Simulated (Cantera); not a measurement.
Charge: 1 mol BN, 3.3 mol O₂, 0.94 mol H₂, equilibrated at 823 K and 1.70e-5 bar.

Method: chemical equilibrium by Gibbs-energy minimisation in Cantera with the NASA 1993 tables (ideal gas, pure condensed phases). Candidate condensed phases: B, BN, B₂O₃, B₃O₃H₃, H₂O; 39 gas species. The numbers say what is thermodynamically allowed, not how fast it happens.

Base state: O₂ 0.591, H₂O 0.267, N₂ 0.142, (HBO₂)₃ 4.50e-5, HBO₂ 3.46e-5 (mole fractions); condensed: B₂O₃(l).

Problem. What changes in the equilibrium state with this change: temperature from 823 K to 1400 K?

Solution. 
```tsv
species	before	after
O₂	0.591	0.516
HBO₂	3.46e-5	0.224
N₂	0.142	0.124
H₂O	0.267	0.121
B₂O₃	<1e-9	0.0114
BO₂	<1e-9	0.00152
O	<1e-9	0.000165
H₂	<1e-9	1.85e-5
OH	5.68e-8	0.000661
(HBO₂)₃	4.50e-5	2.42e-8
B₂O₃(l), mol	0.500	0
```

Problem. What changes in the equilibrium state with this change: pressure from 1.70e-5 bar to 0.0270 bar?

Solution. 
| species | before | after |
|---|---|---|
| O₂ | 0.591 | 0.591 |
| H₂O | 0.267 | 0.265 |
| N₂ | 0.142 | 0.142 |
| (HBO₂)₃ | 4.50e-5 | 0.00177 |
| HBO₂ | 3.46e-5 | 8.65e-7 |
| B₂O₃(l), mol | 0.500 | 0.491 |
Gases not in the tables: H₃BO₃.
